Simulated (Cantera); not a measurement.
An adiabatic, constant-volume homogeneous reactor starts with 45.7 % H2, 11.4 % O2, 42.9 % N2, at 998 K and 195 Torr.

Computed with Cantera and GRI-Mech 3.0 (53 species, 325 reactions).

x: mole fraction; the columns are a selection and need not sum to one.

```csv
t (s),T (K),P (bar),x H2,x O2,x N2O,x HO2,x NO,x H2O,x H
1.00e-6,998,0.260,0.457,0.114,<1e-12,9.37e-12,<1e-12,<1e-12,9.27e-12
5.85e-6,998,0.260,0.457,0.114,<1e-12,5.57e-11,<1e-12,3.12e-12,5.50e-11
3.42e-5,998,0.260,0.457,0.114,<1e-12,3.64e-10,<1e-12,2.00e-10,4.52e-10
0.000200,998,0.260,0.457,0.114,<1e-12,…,<1e-12,…,…
0.00117,2596,0.618,0.234,0.000577,1.63e-8,3.48e-7,7.87e-5,0.236,0.0468
0.00684,2699,0.638,0.241,0.000333,3.24e-8,2.54e-7,…,0.240,0.0350
0.0400,2698,0.638,0.241,0.000332,3.38e-8,2.53e-7,0.000980,0.240,0.0350
0.234,2698,0.638,0.241,0.000332,3.38e-8,2.53e-7,0.000980,0.240,0.0350
1.37,2698,0.638,0.241,0.000332,3.38e-8,2.53e-7,0.000980,0.240,0.0350
8.00,2698,0.638,0.241,0.000332,3.38e-8,2.53e-7,0.000980,0.240,0.0350
```

Problem. Fill in the missing entries.

Solution. 
- 0.000200, x HO2: 1.39e-8
- 0.000200, x H2O: 5.85e-8
- 0.000200, x H: 4.60e-8
- 0.00684, x NO: 0.000879
